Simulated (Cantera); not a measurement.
## C3H8 + CO2 + N2 (carbon deposition, reforming and gasification)

Feed: 1 mol C3H8, a varied amount of CO2, 5.3 mol N2, held at 2800 °C and 490000 Pa.

Cantera equilibrium calculation (NASA polynomials, part measured and part estimated; ideal gas, pure solids and liquids). Candidate condensed phases: C, C6H6, C7H8, C8H18, H2O; 136 gas species. Equilibrium is a limit: real reactors are often held back by kinetics, nucleation or transport.

From 0.59 mol CO2 to 1.3 mol CO2 the condensed part is C(graphite). From 1.9 mol CO2 to 4.6 mol CO2 nothing is condensed. The main C-bearing gas is CO throughout.

```tsv
n(CO2) (mol)	log p N2	log p CO	log p H2	log p HCN	log p H2O	log p H	log p CO2	log p C2H2 (acetylene)	log p HNC	n C(graphite)
0.59	0.34	-0.27	0.14	-0.41	-5.24	-0.64	-6.52	-0.98	-1.11	0.845
1.3	0.28	0.02	0.08	-0.46	-5.01	-0.67	-5.95	-1.04	-1.16	0.137
1.9	0.25	0.14	0.06	-0.62	-4.77	-0.67	-5.57	-1.31	-1.32	0
2.6	0.23	0.24	0.06	-1.02	-4.29	-0.68	-4.99	-2.10	-1.72	0
3.3	0.21	0.28	0.02	-4.17	-1.16	-0.69	-1.78	-8.38	-4.87	0
3.9	0.20	0.30	-0.05	-4.71	-0.72	-0.73	-1.25	-9.45	-5.41	0
4.6	0.18	0.31	-0.14	-5.05	-0.51	-0.77	-0.94	-10.09	-5.75	0
```
log p: log10 of the partial pressure in bar; n: condensed amount in mol.
